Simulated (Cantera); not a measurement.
What does this Cantera script print?

```python
import numpy as np
import cantera as ct

gas_names = """
    CL CL2 H HCL H2 Si SiCL SiCL2 SiCL3 SiCL4 SiH SiHCL3 SiH2 SiH2CL2 SiH3 SiH3CL SiH4 Si2 Si3
""".split()
cond_names = """
    Si(cr) Si(L)
""".split()


# ... load() reads the species with a 1 bar reference pressure and builds the phases ...
atoms = {
    'Si': {'Si': 1},
    'HCl': {'H': 1, 'CL': 1},
    'H2': {'H': 2},
}
top_T = {}  # K; cautious upper limits of use, not melting points


# ... equilibrate(T, P, feed) seeds the gas with the atoms and calls Mixture.equilibrate('TP', solver="vcs", rtol=1e-11, max_steps=5000) ...
results = []
feed = {'Si': 1, 'HCl': 3, 'H2': 6.6}  # mol
T = 1700  # K
P = 15000  # Pa
mix = equilibrate(T, P, feed)
results.append((T, P, feed, dict(zip(mix.species_names, mix.species_moles))))
x = sorted(zip(gas.X, gas.species_names), reverse=True)
print(f"T = {T:g} K  P = {P:g} Pa  gas = {mix.phase_moles(0):.4g} mol")
print("   x: " + "  ".join(f"{s} {v:.3e}" for v, s in x if v > 0.001))
print("   condensed (mol): " + ("  ".join(f"{mix.phase(i).name} {mix.phase_moles(i):.4g}"
      for i in range(1, mix.n_phases) if mix.phase_moles(i) > 1e-12) or "none"))
```

It prints:

```
T = 1700 K  P = 15000 Pa  gas = 9.575 mol
   x: H2 7.785e-01  HCL 1.338e-01  SiCL2 8.242e-02  SiCL3 3.898e-03
   condensed (mol): Si(L) 0.1647
```

These are equilibrium values from Cantera (NASA tables, ideal gas, pure condensed phases), not measurements of a reactor. The tables' values for SiCl3, SiCl are old estimates; treat these amounts as uncertain. Gases not in the tables: Si2H6 and higher silanes.
